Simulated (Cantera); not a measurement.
Cantera with NASA thermochemical tables; ideal gases at 1 bar, condensed phases pure. Values are per mole of reaction as written; species without (g) are pure solids or liquids, kept so even where they would boil at 1 bar.

3 NbO2 + 4 NH3(g) → 6 H2O(g) + 2 N2(g) + 3 Nb, with ΔH° = 1117.7 kJ and ΔS° = 691.1 J/K at 300 K.

How far is the shortcut ΔG° ≈ ΔH°(300 K) − T·ΔS°(300 K) from the full temperature-dependent value at 2050, 2100, 2150, 2200, 2250, 2300 K?


```
T (K)  shortcut (kJ)  full (kJ)  difference (kJ)  difference in log10 K  condensed phases
-----  -------------  ---------  ---------------  ---------------------  ----------------
2050          -299.0     -204.7            -94.3                   2.40    NbO2(s), Nb(s)
2100          -333.6     -234.1            -99.5                   2.47    NbO2(s), Nb(s)
2150          -368.2     -263.5           -104.7                   2.54    NbO2(s), Nb(s)
2200          -402.7     -289.6           -113.2                   2.69    NbO2(l), Nb(s)
2250          -437.3     -312.4           -124.9                   2.90    NbO2(l), Nb(s)
2300          -471.8     -335.1           -136.7                   3.10    NbO2(l), Nb(s)
```
The shortcut ignores heat capacities and the phase changes listed.
